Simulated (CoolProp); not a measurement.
Acetone along the isotherm 276.85 °C: density (kg/m³) from the reference equation and from simpler models built on Tc = 235.0 °C, pc = 4.692 MPa, ω = 0.307; each cubic takes its own stable root.

Computed with CoolProp (reference Helmholtz-energy equation of state, Lemmon 2006). It is a short technical equation, of lower accuracy than the large ones.

```csv
p (MPa),phase,reference,ideal gas,Soave-Redlich-Kwong
1.07,gas,14.61,13.59,14.47
2.13,gas,31.55,27.05,30.91
3.2,gas,52.18,40.64,50.48
4.27,gas,78.18,54.23,74.53
5.33,supercritical,112.8,67.69,105.4
6.4,supercritical,165.1,81.28,148.1
7.47,supercritical,250.0,94.87,199.8
8.53,supercritical,330.0,108.3,242.2
9.6,supercritical,375.0,121.9,272.4
10.7,supercritical,403.8,135.9,295.4
11.7,supercritical,422.9,148.6,312.0
```
